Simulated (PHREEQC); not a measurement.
A column of 0.1 m (30 cells, dispersivity 0.0035 m, 720 s a shift, diffusion coefficient 3e-10 m²/s) holds 0.044 eq of the database's cation exchanger X per kg of pore water, first in equilibrium with 5.2 mmol/kgw BaCl2, 23 mmol/kgw NH4Cl and 0.01 mmol/kgw HCl. It is flushed with 0.026 mol/kgw LiCl and 1e-05 mol/kgw HCl, at 40 °C. Values are for the last cell. CO2 from the air is kept out. No solid was allowed to form.

Base run: PHREEQC, ion-association model, phreeqc.dat. Each further column changes one thing. The table gives Li in solution (mol/kgw).

| pore volumes | base | exchange capacity from 0.044 to 0.022 eq/kgw | dispersivity from 0.0035 to 0.007 m |
|---|---|---|---|
| 0 | 0 | 0 | 0 |
| 0.4167 | 1.64e-6 | 4.29e-6 | 8.60e-5 |
| 1.017 | 0.00658 | 0.00953 | 0.00854 |
| 1.617 | 0.0163 | 0.0199 | 0.0166 |
| 2.017 | 0.0195 | 0.0225 | 0.0194 |
| 2.417 | 0.0214 | 0.0239 | 0.0212 |
| 3.017 | 0.0231 | 0.0249 | 0.0228 |
| 3.617 | 0.0241 | 0.0253 | 0.0238 |
| 4.017 | 0.0245 | 0.0254 | 0.0242 |
| 4.417 | 0.0248 | 0.0255 | 0.0246 |
| 5.017 | 0.0251 | 0.0255 | 0.0249 |
| 5.617 | 0.0253 | 0.0256 | 0.0251 |
| 6.017 | 0.0254 | 0.0256 | 0.0252 |

Constants without temperature data keep their 25 °C values here.
